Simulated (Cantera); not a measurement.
A freely propagating, adiabatic, planar premixed flame of CO : H₂ : O₂ : N₂ = 1 : 0.27 : 0.69 : 2.62 (molar parts), equivalence ratio 0.92, unburnt at 523 K and 0.132 atm; mixture-averaged transport, grid criteria slope 0.08 and curve 0.16, no radiation.

Cantera simulation using GRI-Mech 3.0 (53 species, 325 reactions); the numbers are that mechanism's predictions, not measurements. Burning velocities carry a grid error of a few per cent, more on coarse grids.

x: mole fraction of selected species; z is measured from the peak of heat release.

```json
[
 {"z (mm)": "-28.1", "T (K)": "523", "u (m/s)": "1.92", "x CO": "0.218", "x H₂": "0.0590", "x O₂": "0.151", "x OH": "<1e-8", "x CO₂": "<1e-8", "x H₂O₂": "<1e-8"},
 {"z (mm)": "-18.7", "T (K)": "523", "u (m/s)": "1.92", "x CO": "0.218", "x H₂": "0.0590", "x O₂": "0.151", "x OH": "<1e-8", "x CO₂": "<1e-8", "x H₂O₂": "<1e-8"},
 {"z (mm)": "-14.0", "T (K)": "523", "u (m/s)": "1.92", "x CO": "0.218", "x H₂": "0.0590", "x O₂": "0.151", "x OH": "<1e-8", "x CO₂": "<1e-8", "x H₂O₂": "<1e-8"},
 {"z (mm)": "-9.36", "T (K)": "523", "u (m/s)": "1.92", "x CO": "0.218", "x H₂": "0.0589", "x O₂": "0.151", "x OH": "<1e-8", "x CO₂": "<1e-8", "x H₂O₂": "<1e-8"},
 {"z (mm)": "-4.68", "T (K)": "524", "u (m/s)": "1.93", "x CO": "0.218", "x H₂": "0.0585", "x O₂": "0.151", "x OH": "[?]", "x CO₂": "[?]", "x H₂O₂": "[?]"},
 {"z (mm)": "-2.34", "T (K)": "616", "u (m/s)": "2.25", "x CO": "0.215", "x H₂": "0.0525", "x O₂": "0.148", "x OH": "0.000141", "x CO₂": "0.00417", "x H₂O₂": "3.88e-6"},
 {"z (mm)": "0", "T (K)": "1020", "u (m/s)": "3.67", "x CO": "0.185", "x H₂": "0.0214", "x O₂": "0.119", "x OH": "0.00118", "x CO₂": "0.0362", "x H₂O₂": "3.90e-7"},
 {"z (mm)": "2.34", "T (K)": "1334", "u (m/s)": "4.71", "x CO": "0.124", "x H₂": "0.00582", "x O₂": "0.0735", "x OH": "0.00333", "x CO₂": "0.102", "x H₂O₂": "2.59e-7"},
 {"z (mm)": "4.68", "T (K)": "1484", "u (m/s)": "5.16", "x CO": "0.0928", "x H₂": "0.00644", "x O₂": "0.0586", "x OH": "0.00489", "x CO₂": "0.138", "x H₂O₂": "1.89e-7"},
 {"z (mm)": "9.36", "T (K)": "1625", "u (m/s)": "5.58", "x CO": "0.0839", "x H₂": "0.00685", "x O₂": "0.0537", "x OH": "0.00641", "x CO₂": "0.150", "x H₂O₂": "1.23e-7"},
 {"z (mm)": "18.7", "T (K)": "1765", "u (m/s)": "6.00", "x CO": "0.0825", "x H₂": "0.00639", "x O₂": "0.0520", "x OH": "0.00760", "x CO₂": "0.154", "x H₂O₂": "6.97e-8"},
 {"z (mm)": "37.5", "T (K)": "1907", "u (m/s)": "6.42", "x CO": "0.0776", "x H₂": "0.00554", "x O₂": "0.0492", "x OH": "0.00831", "x CO₂": "0.161", "x H₂O₂": "3.78e-8"},
 {"z (mm)": "74.9", "T (K)": "2042", "u (m/s)": "6.80", "x CO": "0.0695", "x H₂": "0.00452", "x O₂": "0.0454", "x OH": "0.00842", "x CO₂": "0.172", "x H₂O₂": "2.20e-8"}
]
```

Question: What belongs in the gaps?

Answer: 
- -4.68, x OH: 4.81e-7
- -4.68, x CO₂: 1.68e-5
- -4.68, x H₂O₂: 5.51e-7
